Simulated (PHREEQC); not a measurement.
Consider water at 25 °C with 0.021 mol/kgw CdCl2, 0.027 mol/kgw CaCl2, 0.00011 mol/kgw H2SO4 and 0.0092 mol/kgw NaCl. Closed to the air; pH follows from the charge balance.

All values are PHREEQC results (ion-association model, wateq4f.dat), not measurements.

```tsv
quantity	before	after
pH	3.75	4.41
ionic strength (mol/kgw)	0.118	0.0263
Cl- (mol/kgw)	0.0859	0.0188
CdCl+ (mol/kgw)	0.0134	0.00200
Cd+2 (mol/kgw)	0.00472	0.00208
CdCl2 (mol/kgw)	0.00271	0.000114
SI of CdOHCl (CdOHCl)	-3.74	-3.85
SI of Halite (NaCl)	-4.92	-6.18
```

Question: Name the change that produced these shifts.
A) 0.0004 mol/kgw LiF added
B) NaCl from 0.0092 to 0.00184 mol/kgw
C) CaCl2 from 0.027 to 0.054 mol/kgw
D) CaCl2 left out
E) diluted 5-fold with water

Answer: E, diluted 5-fold with water

Precipitation was switched off in this run.
